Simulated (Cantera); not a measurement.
Input: 1 mol C₂H₆, 0.12 mol CO₂, 2 mol N₂, 54 mol H₂, equilibrated at 0.00260 bar.

Method: chemical equilibrium by Gibbs-energy minimisation in Cantera with the NASA 1993 tables (ideal gas, pure condensed phases). Candidate condensed phases: C, C₆H₆, C₇H₈, C₈H₁₈, H₂O; 136 gas species. The numbers say what is thermodynamically allowed, not how fast it happens.

x: gas mole fraction; n: condensed amount in mol.

```csv
T (K),x H₂,x CH₄,x N₂,x H₂O,n C(graphite)
550,0.923,0.0373,0.0351,0.00422,0
600,0.923,0.0373,0.0352,0.00420,0
650,0.924,0.0368,0.0351,0.00377,0
700,0.942,0.0196,0.0345,0.00208,0.865
750,0.954,0.00756,0.0340,0.000746,1.48
800,0.959,(withheld),0.0339,(withheld),1.70
850,0.961,0.00149,0.0338,7.02e-5,1.80
900,0.961,(withheld),0.0338,(withheld),1.84
950,0.962,0.000403,0.0338,9.44e-6,1.86
1000,0.962,0.000230,0.0338,4.00e-6,1.87
1050,0.962,0.000138,0.0338,1.84e-6,1.87
1100,0.962,8.64e-5,0.0338,9.06e-7,1.87
1150,0.962,5.63e-5,0.0338,4.75e-7,1.88
```

Question: Complete the blanks.

Answer: 
- 800, x CH₄: 0.00321
- 800, x H₂O: 0.000224
- 900, x CH₄: 0.000750
- 900, x H₂O: 2.45e-5
